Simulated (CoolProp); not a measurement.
The numbers come from the reference Helmholtz-energy equation of state, Thol 2017 in CoolProp.

**Question.** Give the vapour pressure (MPa), liquid cp (kJ/(kg K)), vapour Z of saturated decamethyltetrasiloxane (MD2M) at 389.2, 541.3, 556.5 K.

**Answer.** 
```tsv
T (K)	p (MPa)	liquid cp (kJ/(kg K))	vapour Z
389.2	0.00898	1.94	0.989
541.3	0.453	2.31	0.768
556.5	0.583	2.39	0.713
```
